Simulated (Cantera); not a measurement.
A perfectly stirred reactor is fed with H2 : O2 : N2 = 1.3 : 1 : 1.1 (molar parts), equivalence ratio 0.65, at 143 Torr; it is held at 1325 K, and followed from long to short residence time.

Model: the H2/O2 subset of GRI-Mech 3.0, which has no nitrogen chemistry, integrated in Cantera. The temperature is held fixed by assumption; the heat of reaction is taken as removed at once.

Problem. What does this change do: pressure from 143 Torr to 97.5 Torr?

Solution. 
```json
[
 {"quantity": "x(H2) at τ = 16.0 s", "before": "4.85e-5", "after": "6.95e-5"},
 {"quantity": "x(O2) at τ = 16.0 s", "before": "0.127", "after": "0.127"},
 {"quantity": "x(O) at τ = 16.0 s", "before": "1.43e-5", "after": "2.46e-5"},
 {"quantity": "x(H) at τ = 16.0 s", "before": "1.42e-6", "after": "3.03e-6"},
 {"quantity": "x(HO2) at τ = 16.0 s", "before": "1.05e-6", "after": "1.14e-6"},
 {"quantity": "x(H2) at τ = 0.120 s", "before": "0.00127", "after": "0.00182"},
 {"quantity": "x(O2) at τ = 0.120 s", "before": "0.127", "after": "0.127"},
 {"quantity": "x(O) at τ = 0.120 s", "before": "0.000409", "after": "0.000694"},
 {"quantity": "x(H) at τ = 0.120 s", "before": "0.000200", "after": "0.000426"},
 {"quantity": "x(HO2) at τ = 0.120 s", "before": "1.64e-5", "after": "1.48e-5"}
]
```
